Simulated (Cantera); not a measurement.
A Cantera script and what it prints.

```python
import numpy as np
import cantera as ct

gas_names = """
    Fe FeO O O2 O3 S SO SO2 SO3 S2 S2O S8
""".split()
cond_names = """
    Fe(a) Fe(c) Fe(d) Fe(L) FeO(s) FeO(L) FeS(a) FeS(b) FeS(c) FeS(L) FeSO4(s) FeS2(s) Fe2O3(s)
    Fe2S3O12(s) Fe3O4(s) S(cr1) S(cr2) S(L)
""".split()


# ... load() reads the species with a 1 bar reference pressure and builds the phases ...
atoms = {
    'FeS': {'Fe': 1, 'S': 1},
    'O2': {'O': 2},
}
top_T = {'FeSO4(s)': 950, 'FeS2(s)': 1010, 'Fe2O3(s)': 1830, 'Fe2S3O12(s)': 1100, 'Fe3O4(s)': 1870}  # K; cautious upper limits of use, not melting points


# ... equilibrate(T, P, feed) seeds the gas with the atoms and calls Mixture.equilibrate('TP', solver="vcs", rtol=1e-11, max_steps=5000) ...
results = []
T = 1825  # K
P = 1600  # Pa
for m in [1.2, 1.9, 2.6, 3.2, 3.9, 4.6, 5.2, 5.9, 6.6]:
    feed = {'FeS': 1, 'O2': m}  # mol
    mix = equilibrate(T, P, feed)
    results.append((T, P, feed, dict(zip(mix.species_names, mix.species_moles))))

top = {s: max(r[3][s] / sum(r[3][g] for g in gas_names) for r in results) for s in gas_names}
cols = sorted((s for s in top if top[s] > 0.001), key=lambda s: -top[s])[:9]
seen = [c for c in cond_names if any(r[3].get(c, 0) > 1e-12 for r in results)]
print("log10 of partial pressures in bar; condensed amounts in mol")
print(f"{'n(O2)':>10s}" + "".join(f"{s[:9]:>10s}" for s in cols + seen))
for T, P, feed, n in results:
    ng = sum(n[g] for g in gas_names)
    print(f"{feed['O2']:10.4g}" + "".join(f"{np.log10(max(n[s] / ng * P / 1e5, 1e-99)):10.3f}" for s in cols)
          + "".join(f"{n.get(c, 0):10.4g}" for c in seen))
```

Output:

```
log10 of partial pressures in bar; condensed amounts in mol
     n(O2)        O2       SO2        S2        SO       S2O         S         O    FeO(L)  Fe3O4(s)
       1.2    -7.139    -1.910    -2.619    -2.924    -4.246    -4.352    -7.383    0.9997         0
       1.9    -2.520    -1.888   -11.811    -5.211   -11.128    -8.948    -5.073         0    0.3333
       2.6    -2.113    -2.083   -13.016    -5.610   -12.129    -9.551    -4.870         0    0.3333
       3.2    -2.015    -2.200   -13.447    -5.776   -12.512    -9.766    -4.821         0    0.3333
       3.9    -1.957    -2.306   -13.774    -5.911   -12.810    -9.930    -4.792         0    0.3333
       4.6    -1.924    -2.391   -14.011    -6.013   -13.030   -10.048    -4.775         0    0.3333
       5.2    -1.905    -2.453   -14.172    -6.084   -13.182   -10.129    -4.766         0    0.3333
       5.9    -1.889    -2.515   -14.329    -6.154   -13.331   -10.207    -4.758         0    0.3333
       6.6    -1.877    -2.570   -14.462    -6.215   -13.458   -10.274    -4.752         0    0.3333
```

Cantera equilibrium calculation (NASA polynomials, part measured and part estimated; ideal gas, pure solids and liquids). The tables' stoichiometric FeO is somewhat more stable than real wüstite, so its field is too wide. FeO: taken at fixed stoichiometry.
